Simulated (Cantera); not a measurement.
A perfectly stirred reactor is fed with 5.45 % CH₄, 23.7 % O₂, 70.8 % N₂, equivalence ratio 0.46, at 0.370 bar; it is adiabatic with a 475 K inlet, and is followed from long to short residence time, starting on the burning branch (τ in s: 0.15, 0.065, 0.028, 0.012, 0.0053, 0.0023, 0.001, 0.00044, 0.00019, 8.2e-05, 3.6e-05, 1.6e-05).

Cantera simulation using GRI-Mech 3.0 (53 species, 325 reactions); the numbers are that mechanism's predictions, not measurements.

Problem. Predict: blow-out, bracketed by the residence times tried; x(CH₄) at τ = 0.150 s; x(O₂) at τ = 0.150 s; x(HO₂) at τ = 0.150 s; x(CO₂) at τ = 0.150 s; x(NO) at τ = 0.150 s; x(CH₄) at τ = 1.00 ms; x(O₂) at τ = 1.00 ms; x(HO₂) at τ = 1.00 ms; x(CO₂) at τ = 1.00 ms; x(NO) at τ = 1.00 ms.

Solution. 
* **blow-out, bracketed by the residence times tried**: burning at 0.440 ms, out at 0.190 ms
* **x(CH₄) at τ = 0.150 s**: 1.31e-5
* **x(O₂) at τ = 0.150 s**: 0.128
* **x(HO₂) at τ = 0.150 s**: 1.75e-6
* **x(CO₂) at τ = 0.150 s**: 0.0540
* **x(NO) at τ = 0.150 s**: 8.71e-6
* **x(CH₄) at τ = 1.00 ms**: 0.000475
* **x(O₂) at τ = 1.00 ms**: 0.132
* **x(HO₂) at τ = 1.00 ms**: 2.63e-5
* **x(CO₂) at τ = 1.00 ms**: 0.0425
* **x(NO) at τ = 1.00 ms**: 2.14e-6
